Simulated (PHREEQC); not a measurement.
0.074 g of hydrous ferric oxide (600 m²/g; 0.2 weak and 0.005 strong sites per Fe, Dzombak-Morel constants, diffuse double layer) in 1 kg of water with 0.3 mol/kgw of an inert sodium salt and 3.6e-07 mol ZnSO4, at 25 °C; the pH is set by adding NaOH or the inert anion's acid. Oxygen alone is held at its pressure in air (log pO2 = -0.68). The system is closed to CO2. Precipitation was switched off in this run.

The series has 17 steps of pH, from 4 to 12.

Model: ion-association model, wateq4f.dat, run in PHREEQC.

Q: Near which pH is half of the S sorbed, and on which side is more sorbed?

A: Near pH 4.6, with more sorbed at lower pH.

Q: Near which pH is half of the Zn sorbed, and on which side is more sorbed?

A: Near pH 6.3, with more sorbed at higher pH.
